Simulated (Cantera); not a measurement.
Input (Python, Cantera) and output of one run.

```python
import numpy as np
import cantera as ct

gas_names = """
    Br Br2 H HBr H2 N NH NH2 NH3 N2 N2H2 N2H4 Si SiBr SiBr2 SiBr3 SiBr4 SiH SiHBr3 SiH2 SiH2Br2 SiH3
    SiH3Br SiH4 SiN Si2 Si2N Si3
""".split()
cond_names = """
    Br2(cr) Br2(L) Si(cr) Si(L) Si3N4(a)
""".split()


# ... load() reads the species with a 1 bar reference pressure and builds the phases ...
atoms = {
    'Si': {'Si': 1},
    'HBr': {'H': 1, 'Br': 1},
    'N2': {'N': 2},
}
top_T = {'Si3N4(a)': 2400}  # K; cautious upper limits of use, not melting points


# ... equilibrate(T, P, feed) seeds the gas with the atoms and calls Mixture.equilibrate('TP', solver="vcs", rtol=1e-11, max_steps=5000) ...
results = []
feed = {'Si': 1, 'HBr': 4.9, 'N2': 0.18}  # mol
P = 150  # Pa
for T in [1400, 1425, 1450, 1475, 1500, 1525, 1550, 1575, 1600, 1625, 1650, 1675]:
    mix = equilibrate(T, P, feed)
    results.append((T, P, feed, dict(zip(mix.species_names, mix.species_moles))))

top = {s: max(r[3][s] / sum(r[3][g] for g in gas_names) for r in results) for s in gas_names}
cols = sorted((s for s in top if top[s] > 0.0001), key=lambda s: -top[s])[:6]
seen = [c for c in cond_names if any(r[3].get(c, 0) > 1e-12 for r in results)]
print("log10 of partial pressures in bar; condensed amounts in mol")
print(f"{'T/K':>10s}" + "".join(f"{s[:9]:>10s}" for s in cols + seen))
for T, P, feed, n in results:
    ng = sum(n[g] for g in gas_names)
    print(f"{T:10.4g}" + "".join(f"{np.log10(max(n[s] / ng * P / 1e5, 1e-99)):10.3f}" for s in cols)
          + "".join(f"{n.get(c, 0):10.4g}" for c in seen))
```

It prints:

```
log10 of partial pressures in bar; condensed amounts in mol
       T/K       HBr        H2     SiBr2        Br        N2     SiBr4
      1400    -3.103    -3.480    -3.567    -4.498    -4.274    -4.875
      1425    -3.105    -3.484    -3.561    -4.398    -4.276    -5.047
      1450    -3.109    -3.485    -3.556    -4.304    -4.279    -5.223
      1475    -3.115    -3.483    -3.554    -4.217    -4.281    -5.400
      1500    -3.123    -3.480    -3.553    -4.135    -4.284    -5.578
      1525    -3.132    -3.475    -3.552    -4.059    -4.286    -5.757
      1550    -3.143    -3.468    -3.553    -3.988    -4.289    -5.936
      1575    -3.156    -3.461    -3.554    -3.922    -4.292    -6.115
      1600    -3.170    -3.453    -3.556    -3.860    -4.294    -6.294
      1625    -3.186    -3.444    -3.558    -3.803    -4.298    -6.473
      1650    -3.204    -3.435    -3.561    -3.750    -4.301    -6.651
      1675    -3.223    -3.426    -3.565    -3.701    -4.305    -6.830
```

These are equilibrium values from Cantera (NASA tables, ideal gas, pure condensed phases), not measurements of a reactor. The tables' values for SiBr3, SiBr are old estimates; treat these amounts as uncertain.
